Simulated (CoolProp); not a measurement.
A simple Rankine cycle with n-perfluorobutane: condensing at 306.15 K, boiler at 0.951 MPa, turbine inlet 359.7 K, turbine efficiency 0.7, pump efficiency 0.8, no recuperator. Each further row changes one setting.

Values from CoolProp's reference Helmholtz-energy equation of state, Gao 2022.

```
case                             thermal efficiency (%)  net work (kJ/kg)  heat in (kJ/kg)  turbine exit temperature (K)  volume ratio over the turbine
-------------------------------  ----------------------  ----------------  ---------------  ----------------------------  -----------------------------
as stated                                           5.5              7.06              128                         344.9                           3.10
turbine inlet 379.7 K                               ___              7.75              148                           ___                           3.00
condensing temperature 298.15 K                     ___              8.93              ___                           ___                            ___
boiler pressure 0.666 MPa                           3.7              4.90              131                         350.9                           2.04
turbine efficiency 0.6                              4.7              5.98              128                           ___                           3.12
```

Problem. Complete the blanks.

Solution. 
- turbine inlet 379.7 K, thermal efficiency (%): 5.2
- turbine inlet 379.7 K, turbine exit temperature (K): 365.5
- condensing temperature 298.15 K, thermal efficiency (%): 6.5
- condensing temperature 298.15 K, heat in (kJ/kg): 137
- condensing temperature 298.15 K, turbine exit temperature (K): 342.0
- condensing temperature 298.15 K, volume ratio over the turbine: 4.01
- turbine efficiency 0.6, turbine exit temperature (K): 346.0
